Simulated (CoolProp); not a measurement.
Vapour-liquid equilibrium of nitrogen (1) + oxygen (2) at -181.85 °C; x and y are mole fractions of (1).

Computed with CoolProp (multi-fluid Helmholtz-energy mixture model, Span 2000 and Schmidt 1985; pair parameters Gernert 2013).

Question: Give the bubble pressure and the first vapour's composition at x = 0.2, 0.5, 0.8. Is there an azeotrope?

Answer: x = 0.2: 178.6 kPa, y = 0.474; x = 0.5: 262.8 kPa, y = 0.759; x = 0.8: 344.8 kPa, y = 0.920. No azeotrope shows between x = 0.05 and 0.95.

The pair parameters rest on a limited set of measurements; away from them the model extrapolates.
